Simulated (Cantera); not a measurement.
# Thermodynamics of silicon epitaxy and polysilicon growth, feed SiCl4 + HCl + H2

Charge: 1 mol SiCl4, 3.1 mol HCl, 400 mol H2, equilibrated at 10000 Pa.

These are equilibrium values from Cantera (NASA tables, ideal gas, pure condensed phases), not measurements of a reactor. Candidate condensed phases: Si; 19 gas species. The tables' values for SiCl3 are old estimates; treat these amounts as uncertain. Equilibrium is a limit: real reactors are often held back by kinetics, nucleation or transport.

| T (K) | log p H2 | log p HCl | log p SiCl4 | log p SiHCl3 | log p SiCl2 | log p SiH2Cl2 | n Si(s) |
|---|---|---|---|---|---|---|---|
| 998 | -1.01 | -3.05 | -3.89 | -4.01 | -5.27 | -5.09 | 0 |
| 1048 | -1.01 | -3.01 | -4.02 | -4.01 | -4.74 | -4.94 | 0.0515 |
| 1098 | -1.01 | -2.91 | -4.26 | -4.20 | -4.50 | -5.06 | 0.316 |
| 1148 | -1.01 | -2.85 | -4.60 | -4.46 | -4.35 | -5.22 | 0.511 |
| 1198 | -1.01 | -2.82 | -5.01 | -4.77 | -4.26 | -5.42 | 0.620 |
| 1248 | -1.01 | -2.80 | -5.45 | -5.10 | -4.20 | -5.63 | 0.667 |
| 1298 | -1.01 | -2.80 | -5.88 | -5.43 | -4.17 | -5.83 | 0.682 |
| 1348 | -1.01 | -2.80 | -6.29 | -5.74 | -4.14 | -6.03 | 0.683 |
| 1398 | -1.01 | -2.80 | -6.67 | -6.04 | -4.12 | -6.22 | 0.678 |
| 1448 | -1.01 | -2.80 | -7.03 | -6.31 | -4.10 | -6.40 | 0.670 |
| 1498 | -1.01 | -2.80 | -7.37 | -6.57 | -4.09 | -6.56 | 0.661 |
log p: log10 of the partial pressure in bar; n: condensed amount in mol.

At 998 K nothing is condensed. From 1048 K to 1498 K the condensed part is Si(s). The main Si-bearing gas is SiCl4 at 998 K and SiCl2 at 1498 K. The share of Si in condensed phases is highest at 1348 K (68.3 %) and lowest at 998 K (0.0 %).
